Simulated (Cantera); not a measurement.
A Cantera script and what it prints.

```python
import numpy as np
import cantera as ct

gas_names = """
    Fe FeO Fe(OH)2 H HO2 H2 H2O H2O2 O OH O2 O3
""".split()
cond_names = """
    Fe(a) Fe(c) Fe(d) Fe(L) FeO(s) FeO(L) Fe(OH)2(s) Fe(OH)3(s) Fe2O3(s) Fe3O4(s) H2O(s) H2O(L)
""".split()


# ... load() reads the species with a 1 bar reference pressure and builds the phases ...
atoms = {
    'Fe2O3': {'Fe': 2, 'O': 3},
    'H2': {'H': 2},
}
top_T = {'Fe2O3(s)': 1830, 'Fe3O4(s)': 1870}  # K; cautious upper limits of use, not melting points


# ... equilibrate(T, P, feed) seeds the gas with the atoms and calls Mixture.equilibrate('TP', solver="vcs", rtol=1e-11, max_steps=5000) ...
results = []
feed = {'Fe2O3': 1, 'H2': 200}  # mol
P = 10000  # Pa
for T in [850, 950, 1050, 1150, 1250, 1350, 1450, 1550, 1650, 1750, 1850, 1950, 2050]:
    mix = equilibrate(T, P, feed)
    results.append((T, P, feed, dict(zip(mix.species_names, mix.species_moles))))

top = {s: max(r[3][s] / sum(r[3][g] for g in gas_names) for r in results) for s in gas_names}
cols = sorted((s for s in top if top[s] > 0.0001), key=lambda s: -top[s])[:9]
seen = [c for c in cond_names if any(r[3].get(c, 0) > 1e-12 for r in results)]
print("log10 of partial pressures in bar; condensed amounts in mol")
print(f"{'T/K':>10s}" + "".join(f"{s[:9]:>10s}" for s in cols + seen))
for T, P, feed, n in results:
    ng = sum(n[g] for g in gas_names)
    print(f"{T:10.4g}" + "".join(f"{np.log10(max(n[s] / ng * P / 1e5, 1e-99)):10.3f}" for s in cols)
          + "".join(f"{n.get(c, 0):10.4g}" for c in seen))
```

Result:

```
log10 of partial pressures in bar; condensed amounts in mol
       T/K        H2       H2O         H        Fe     Fe(a)     Fe(c)     Fe(d)     Fe(L)
       850    -1.007    -2.824   -11.192   -17.608         2         0         0         0
       950    -1.007    -2.824    -9.758   -14.951         2         0         0         0
      1050    -1.007    -2.824    -8.594   -12.815         2         0         0         0
      1150    -1.007    -2.824    -7.630   -11.066         2         0         0         0
      1250    -1.007    -2.824    -6.819    -9.606         0         2         0         0
      1350    -1.007    -2.824    -6.126    -8.367         0         2         0         0
      1450    -1.007    -2.824    -5.528    -7.302         0         2         0         0
      1550    -1.007    -2.824    -5.005    -6.378         0     1.999         0         0
      1650    -1.007    -2.824    -4.545    -5.568         0     1.995         0         0
      1750    -1.007    -2.824    -4.137    -4.856         0         0     1.972         0
      1850    -1.008    -2.825    -3.772    -4.233         0         0         0     1.883
      1950    -1.009    -2.826    -3.445    -3.689         0         0         0     1.589
      2050    -1.012    -2.829    -3.150    -3.201         0         0         0    0.7268
```

These are equilibrium values from Cantera (NASA tables, ideal gas, pure condensed phases), not measurements of a reactor.
